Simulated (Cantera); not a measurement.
## Thermodynamics of metals in furnace atmospheres, feed Cu + CO2 + CO

A closed system holds: 1 mol Cu, a varied amount of CO2, 0.45 mol CO, at 527 °C and 2400 Torr.

Cantera equilibrium calculation (NASA polynomials, part measured and part estimated; ideal gas, pure solids and liquids). Candidate condensed phases: C, Cu, CuO, Cu2O; 15 gas species. Rates play no part.

From 1.9 mol CO2 to 7.2 mol CO2 the condensed part is C(graphite) + Cu(s). From 9 mol CO2 to 14 mol CO2 the condensed part is Cu(s).

```
n(CO2) (mol)  x CO2    x CO  n C(graphite)  n Cu(s)
------------  -----  ------  -------------  -------
1.9           0.945  0.0547          0.165     1.00
2.3           0.945  0.0547          0.154     1.00
2.9           0.945  0.0547          0.137     1.00
3.7           0.945  0.0547          0.115     1.00
4.6           0.945  0.0547         0.0893     1.00
5.8           0.945  0.0547         0.0556     1.00
7.2           0.945  0.0547         0.0162     1.00
9             0.952  0.0476              0     1.00
11            0.961  0.0393              0     1.00
14            0.969  0.0311              0     1.00
```
x: gas mole fraction; n: condensed amount in mol.
